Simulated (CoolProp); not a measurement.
Vapour-liquid equilibrium of acetone (1) + n-nonane (2) at 152.65 °C; x and y are mole fractions of (1).

The numbers come from the multi-fluid Helmholtz-energy mixture model, Lemmon 2006 and Lemmon 2006; pair parameters Bell 2016 in CoolProp.

Question: Give the bubble pressure and the first vapour's composition at x = 0.35, 0.8, 0.95. Is there an azeotrope?

Answer: x = 0.35: 6.446 bar, y = 0.846; x = 0.8: 10.08 bar, y = 0.943; x = 0.95: 11.50 bar, y = 0.984. No azeotrope shows between x = 0.05 and 0.95.

Pair parameters are fitted to limited data, so mixtures are less certain than the pure fluids.
